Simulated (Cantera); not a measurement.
A diamond (100) surface in a fixed gas of H2 with x(CH4) = 0.015, x(H) = 0.0072, x(CH3) = 0.00018, 37.5 Torr; coverages are run to steady state.

Cantera simulation using the Harris–Goodwin 1993 mechanism for the reconstructed diamond (100) surface; the numbers are that mechanism's predictions, not measurements.

θ: site fractions in the mechanism's names (c6HH fully hydrogenated, c6H* and c6*H radical sites, c6** diradical, c6HM methylated).

```json
[
 {"T (K)": "900", "growth (µm/h)": "(withheld)", "θ c6HH": "0.674", "θ c6H*": "0.0103", "θ c6*H": "0.285", "θ c6**": "0.00426", "θ c6HM": "0.0205"},
 {"T (K)": "975", "growth (µm/h)": "(withheld)", "θ c6HH": "0.608", "θ c6H*": "0.0159", "θ c6*H": "0.349", "θ c6**": "0.00792", "θ c6HM": "0.0146"},
 {"T (K)": "1050", "growth (µm/h)": "5.36", "θ c6HH": "0.545", "θ c6H*": "0.0227", "θ c6*H": "0.404", "θ c6**": "0.0133", "θ c6HM": "0.0101"},
 {"T (K)": "1125", "growth (µm/h)": "5.45", "θ c6HH": "0.489", "θ c6H*": "0.0302", "θ c6*H": "0.451", "θ c6**": "0.0205", "θ c6HM": "0.00577"},
 {"T (K)": "1200", "growth (µm/h)": "(withheld)", "θ c6HH": "0.439", "θ c6H*": "0.0383", "θ c6*H": "0.489", "θ c6**": "0.0296", "θ c6HM": "0.00225"},
 {"T (K)": "1275", "growth (µm/h)": "(withheld)", "θ c6HH": "0.395", "θ c6H*": "0.0464", "θ c6*H": "0.516", "θ c6**": "0.0402", "θ c6HM": "0.000637"},
 {"T (K)": "1350", "growth (µm/h)": "(withheld)", "θ c6HH": "0.358", "θ c6H*": "0.0543", "θ c6*H": "0.535", "θ c6**": "0.0518", "θ c6HM": "0.000164"}
]
```

Q: Complete the blanks.

A: 
- 900, growth (µm/h): 2.75
- 975, growth (µm/h): 4.10
- 1200, growth (µm/h): 3.83
- 1275, growth (µm/h): 2.43
- 1350, growth (µm/h): 2.05
